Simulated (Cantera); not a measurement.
## Ammonia decomposition in nitride growth gas

An isothermal, constant-pressure homogeneous reactor starts with 23.7 % NH3, 76.0 % H2, 0.309 % N2, at 2400 K and 0.133 bar.

Detailed kinetics in Cantera: the gas-phase N/H chemistry of the illustrative SiF4/NH3 mechanism in the Surface Chemkin manual (1991). Walls and surfaces, which speed up NH3 decomposition in real reactors, are not modelled.

```
t (s)        x NH3   x H2      x N     x N2    x NH2      x H
--------  --------  -----  -------  -------  -------  -------
0.000100     0.236  0.759  1.92e-6  0.00313  0.00121  0.00120
0.000459     0.226  0.763  1.26e-5  0.00644  0.00223  0.00234
0.00210      0.182  0.789  1.30e-5   0.0242  0.00193  0.00261
0.00965     0.0707  0.855  1.39e-5   0.0693  0.00103  0.00386
0.0443    0.000226  0.879  1.02e-5   0.0971  1.97e-5   0.0237
0.203      1.60e-6  0.863  3.91e-7   0.0964  2.44e-7   0.0407
0.932      4.26e-7  0.863  1.04e-7   0.0964  6.50e-8   0.0407
4.28       3.86e-7  0.863  9.43e-8   0.0964  5.90e-8   0.0407
19.6       3.86e-7  0.863  9.43e-8   0.0964  5.90e-8   0.0407
90.0       3.86e-7  0.863  9.43e-8   0.0964  5.90e-8   0.0407
```
x: mole fraction; the columns are a selection and need not sum to one.

Equilibrium at this temperature and pressure: NH3 3.86e-7, H2 0.863, N 9.43e-8, N2 0.0964, NH2 5.90e-8, H 0.0407 (gas phase only).
